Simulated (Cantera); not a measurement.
An adiabatic, constant-volume homogeneous reactor starts with CO : H2 : O2 : N2 : H2O = 1 : 0.042 : 0.474 : 1.78 : 0.82 (molar parts), equivalence ratio 1.1, at 1748 K and 4.93 atm. Integrator tolerance rtol = 1e-08.

Computed with Cantera and GRI-Mech 3.0 (53 species, 325 reactions). The hydrogen kinetics of GRI-Mech 3.0 are dated; newer H2 mechanisms differ, most at raised pressure.

What does this change do: CO 1 to 2.4 parts?


```
quantity                                                            before                                    after
---------------------------------  ---------------------------------------  ---------------------------------------
time of steepest temperature rise                                  6.58 µs                                  6.20 µs
temperature at 0.200 s                                              2881 K                                   2931 K
equilibrium temperature                                             2881 K                                   2931 K
x(CO) at 0.200 s                     0.0851 (gas-phase equilibrium 0.0851)      0.280 (gas-phase equilibrium 0.280)
x(H2) at 0.200 s                     0.0135 (gas-phase equilibrium 0.0135)    0.0270 (gas-phase equilibrium 0.0270)
x(O2) at 0.200 s                     0.0254 (gas-phase equilibrium 0.0254)  0.00386 (gas-phase equilibrium 0.00386)
x(N2O) at 0.200 s                  1.30e-6 (gas-phase equilibrium 1.30e-6)  4.11e-7 (gas-phase equilibrium 4.11e-7)
x(HO2) at 0.200 s                  1.63e-5 (gas-phase equilibrium 1.63e-5)  3.56e-6 (gas-phase equilibrium 3.56e-6)
x(H2O) at 0.200 s                      0.199 (gas-phase equilibrium 0.199)      0.131 (gas-phase equilibrium 0.131)
```

What does this change do: pressure from 4.93 atm to 0.987 atm?


```tsv
quantity	before	after
time of steepest temperature rise	6.58 µs	31.1 µs
temperature at 0.200 s	2881 K	2746 K
equilibrium temperature	2881 K	2746 K
x(CO) at 0.200 s	0.0851 (gas-phase equilibrium 0.0851)	0.0940 (gas-phase equilibrium 0.0940)
x(H2) at 0.200 s	0.0135 (gas-phase equilibrium 0.0135)	0.0160 (gas-phase equilibrium 0.0160)
x(O2) at 0.200 s	0.0254 (gas-phase equilibrium 0.0254)	0.0308 (gas-phase equilibrium 0.0308)
x(N2O) at 0.200 s	1.30e-6 (gas-phase equilibrium 1.30e-6)	5.14e-7 (gas-phase equilibrium 5.14e-7)
x(HO2) at 0.200 s	1.63e-5 (gas-phase equilibrium 1.63e-5)	9.26e-6 (gas-phase equilibrium 9.26e-6)
x(H2O) at 0.200 s	0.199 (gas-phase equilibrium 0.199)	0.192 (gas-phase equilibrium 0.192)
```
